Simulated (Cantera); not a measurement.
A perfectly stirred reactor is fed with CH₃OH : O₂ : N₂ = 1 : 2.54 : 30.5 (molar parts), at 450 Torr; it is adiabatic with a 823 K inlet, and is followed from long to short residence time, starting on the burning branch (τ in s: 0.22, 0.086, 0.033, 0.013, 0.0049, 0.0019, 0.00072, 0.00028, 0.00011, 4.1e-05).

Model: GRI-Mech 3.0 (53 species, 325 reactions), integrated in Cantera. GRI-Mech 3.0 was tuned for natural gas; its chemistry of methanol as a main component is partial and can be far from experiment.

Question: What does this change do: inlet temperature 823 to 573 K?

Answer: 
| quantity | before | after |
|---|---|---|
| blow-out, bracketed by the residence times tried | burning at 13.0 ms, out at 4.90 ms | not reached |
| x(CH₃OH) at τ = 0.220 s | 7.21e-6 | 0.0294 |
| x(O₂) at τ = 0.220 s | 0.0302 | 0.0746 |
| x(H₂O) at τ = 0.220 s | 0.0577 | <1e-12 |
| x(C₂H₄) at τ = 0.220 s | <1e-12 | <1e-12 |
| x(CH₂) at τ = 0.220 s | 1.99e-10 | <1e-12 |
| x(CH₃OH) at τ = 1.90 ms | 0.0294 | 0.0294 |
| x(O₂) at τ = 1.90 ms | 0.0746 | 0.0746 |
| x(H₂O) at τ = 1.90 ms | <1e-12 | <1e-12 |
| x(C₂H₄) at τ = 1.90 ms | <1e-12 | <1e-12 |
| x(CH₂) at τ = 1.90 ms | <1e-12 | <1e-12 |
| state | not reached | not burning at any residence time tried |
